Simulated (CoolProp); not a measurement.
Neopentane at several states: density (kg/m³) from the reference equation and from simpler models built on Tc = 433.7 K, pc = 3196 kPa, ω = 0.196; each cubic takes its own stable root.

Computed with CoolProp (reference Helmholtz-energy equation of state, Lemmon 2006). It is a short technical equation, of lower accuracy than the large ones.

```json
[
 {"T (K)": "321.3", "p (kPa)": "19.7", "phase": "gas", "reference": "0.5350", "van der Waals": "0.5340", "Soave-Redlich-Kwong": "0.5348"},
 {"T (K)": "310.5", "p (kPa)": "444", "phase": "liquid", "reference": "…", "van der Waals": "…", "Soave-Redlich-Kwong": "536.7"},
 {"T (K)": "493.3", "p (kPa)": "30.5", "phase": "gas", "reference": "0.5377", "van der Waals": "0.5376", "Soave-Redlich-Kwong": "0.5377"},
 {"T (K)": "341.3", "p (kPa)": "869", "phase": "liquid", "reference": "…", "van der Waals": "…", "Soave-Redlich-Kwong": "…"},
 {"T (K)": "481.5", "p (kPa)": "198", "phase": "gas", "reference": "3.623", "van der Waals": "3.620", "Soave-Redlich-Kwong": "3.623"},
 {"T (K)": "352.1", "p (kPa)": "5160", "phase": "liquid", "reference": "…", "van der Waals": "353.2", "Soave-Redlich-Kwong": "500.3"}
]
```

Complete the blanks.


- 310.5, reference: 570.8
- 310.5, van der Waals: 13.78
- 341.3, reference: 533.1
- 341.3, van der Waals: 26.55
- 341.3, Soave-Redlich-Kwong: 493.8
- 352.1, reference: 532.5

At some of these states van der Waals gives the other phase, because its saturation line lies elsewhere.
